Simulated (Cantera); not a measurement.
Input: 1 mol Si, 3.5 mol HCl, 14 mol H2, at 1.00 bar.

Cantera equilibrium calculation (NASA polynomials, part measured and part estimated; ideal gas, pure solids and liquids). Candidate condensed phases: Si; 19 gas species. Rates play no part. All values below are at 600 K.

Base state: H2 0.939, SiCl4 0.0315, SiHCl3 0.0278, SiH2Cl2 0.00123, HCl 2.92e-5, SiH3Cl 1.06e-5 (mole fractions); condensed: gas only.

Question: What changes in the equilibrium state with this change: Si replaced by SiCl4?

Answer: 
| species | before | after |
|---|---|---|
| H2 | 0.939 | 0.757 |
| HCl | 2.92e-5 | 0.189 |
| SiCl4 | 0.0315 | 0.0540 |
| SiHCl3 | 0.0278 | 5.94e-6 |
| SiH2Cl2 | 0.00123 | <1e-9 |
| SiH3Cl | 1.06e-5 | <1e-9 |
